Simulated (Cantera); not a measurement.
Input: 1 mol C2H2, 0.26 mol NH3, at 2150 K and 1500 Pa.

Equilibrium computed with Cantera from the NASA thermochemical tables; the gas is ideal and each condensed phase is pure. Candidate condensed phases: C, C6H6, C7H8, C8H18; 92 gas species. Kinetics and transport are ignored.

Base state: H2 0.878, N2 0.0805, H 0.0323, HCN 0.00679, C2H2 (acetylene) 0.00170, HNC 0.000497 (mole fractions); condensed: C(graphite).

Question: What changes in the equilibrium state with this change: temperature from 2150 K to 1373.15 K?

Answer: 
```tsv
species	before	after
H2	0.878	0.914
N2	0.0805	0.0855
HCN	0.00679	0.000111
H	0.0323	2.61e-5
C2H2 (acetylene)	0.00170	1.58e-6
HNC	0.000497	1.20e-6
C(graphite), mol	1.98	2.00
```

Question: What changes in the equilibrium state with this change: temperature from 2150 K to 1400 K?

Answer: 
```
species             before     after
----------------  --------  --------
H2                   0.878     0.914
N2                  0.0805    0.0855
HCN                0.00679  0.000139
H                   0.0323   3.80e-5
C2H2 (acetylene)   0.00170   2.30e-6
HNC               0.000497   1.65e-6
CH4                3.40e-6   5.42e-5
C(graphite), mol      1.98      2.00
```

Question: What changes in the equilibrium state with this change: temperature from 2150 K to 1250 K?

Answer: 
| species | before | after |
|---|---|---|
| H2 | 0.878 | 0.914 |
| N2 | 0.0805 | 0.0855 |
| CH4 | 3.40e-6 | 0.000138 |
| H | 0.0323 | 3.77e-6 |
| HCN | 0.00679 | 3.55e-5 |
| C2H2 (acetylene) | 0.00170 | 2.30e-7 |
| HNC | 0.000497 | 2.26e-7 |
| C(graphite), mol | 1.98 | 2.00 |
